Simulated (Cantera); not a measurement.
A freely propagating, adiabatic, planar premixed flame of 10.00 % CH4, 15.4 % O2, 70.8 % N2, 3.80 % H2O, equivalence ratio 1.3, unburnt at 425 K and 11000 Pa; mixture-averaged transport, grid criteria slope 0.08 and curve 0.16, no radiation.

Model: GRI-Mech 3.0 (53 species, 325 reactions), integrated in Cantera. Burning velocities carry a grid error of a few per cent, more on coarse grids.

x: mole fraction of selected species; z is measured from the peak of heat release.

```csv
z (mm),T (K),u (m/s),x CH4,x O2,x H2O,x NO,x HO2,x N2O
-12.0,425,0.520,0.0998,0.154,0.0379,<1e-8,2.90e-8,<1e-8
-8.00,427,0.525,0.0992,0.153,0.0380,<1e-8,6.97e-7,<1e-8
-6.00,439,0.542,0.0979,0.152,0.0392,2.31e-8,5.15e-6,<1e-8
-4.00,537,0.671,0.0909,0.145,0.0490,3.05e-7,2.95e-5,<1e-8
-2.00,(withheld),1.24,(withheld),(withheld),(withheld),(withheld),(withheld),<1e-8
-1.000,1325,1.71,0.0319,0.0718,0.127,4.98e-6,5.95e-5,<1e-8
0,1623,2.11,0.00831,0.0333,0.160,9.29e-6,3.13e-5,<1e-8
1.000,1752,2.28,0.000905,0.0118,0.177,1.56e-5,3.31e-6,<1e-8
2.00,1782,2.31,5.97e-5,0.00426,0.181,2.11e-5,3.46e-7,<1e-8
4.00,1795,2.32,2.71e-7,0.00142,0.180,2.68e-5,1.03e-7,<1e-8
8.00,1805,2.33,<1e-8,0.00102,0.179,3.03e-5,7.79e-8,<1e-8
16.0,1816,2.34,<1e-8,0.000852,0.179,3.16e-5,6.60e-8,<1e-8
32.0,1832,2.36,<1e-8,(withheld),0.180,3.23e-5,(withheld),<1e-8
```

**Question.** Fill in the missing entries.

**Answer.** 
- -2.00, T (K): 972
- -2.00, x CH4: 0.0602
- -2.00, x O2: 0.109
- -2.00, x H2O: 0.0915
- -2.00, x NO: 2.42e-6
- -2.00, x HO2: 3.48e-5
- 32.0, x O2: 0.000633
- 32.0, x HO2: 5.07e-8
